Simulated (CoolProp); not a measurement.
Saturation properties of octamethylcyclotetrasiloxane (D4).

Model: reference Helmholtz-energy equation of state, Thol 2015, in CoolProp.

| T (°C) | p (bar) | vapour density (kg/m³) | enthalpy of vaporisation (kJ/kg) | surface tension (mN/m) |
|---|---|---|---|---|
| 46.05 | 0.005644 | [?] | 177.8 | [?] |
| 60.35 | 0.01309 | 0.1405 | 172.6 | 15.4 |
| 74.65 | 0.02775 | 0.2861 | 167.6 | 14.3 |
| 88.85 | 0.05418 | 0.5385 | 162.6 | 13.3 |
| 103.15 | 0.09938 | 0.9551 | 157.5 | 12.3 |
| 117.35 | 0.1713 | 1.598 | 152.5 | [?] |
| 131.65 | 0.2818 | 2.560 | 147.4 | 10.3 |
| 145.95 | 0.4435 | 3.940 | 142.2 | 9.35 |
| 160.15 | 0.6697 | 5.846 | 136.9 | 8.40 |

### Question
Complete the blanks.

### Answer

- 46.05, vapour density (kg/m³): 0.06317
- 46.05, surface tension (mN/m): 16.4
- 117.35, surface tension (mN/m): 11.3

It boils at 175.7 °C under 1 atm.

Surface tension comes from a separate correlation (Mulero 2014), older than this fluid's equation and unchecked against measurements.
